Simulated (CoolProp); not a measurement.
Saturation properties of R365MFC.

Computed with CoolProp (reference Helmholtz-energy equation of state, Lemmon 2016).

```csv
T (K),p (MPa),liquid density (kg/m³),vapour density (kg/m³),liquid cp (kJ/(kg K)),surface tension (mN/m)
295,0.04989,1264,3.097,1.371,15.4
297.9,0.05619,1258,3.463,1.376,15.1
300.9,0.06337,1251,3.877,1.382,14.8
303.9,0.07126,1245,4.330,1.388,14.4
306.8,0.07961,1238,4.807,1.394,14.1
309.8,0.08905,1232,5.342,1.400,13.8
312.7,0.09900,1225,5.904,1.407,13.5
315.7,0.1102,1219,6.534,1.413,13.1
318.6,0.1220,1212,7.193,1.419,12.8
321.6,0.1351,1205,7.928,1.426,12.5
324.5,0.1489,1199,8.694,1.433,12.2
327.5,0.1643,1192,9.548,1.439,11.8
330.4,0.1803,1185,10.43,1.446,11.5
```

It boils at 313.3 K under 1 atm.

Surface tension comes from a separate correlation (Mulero 2012).
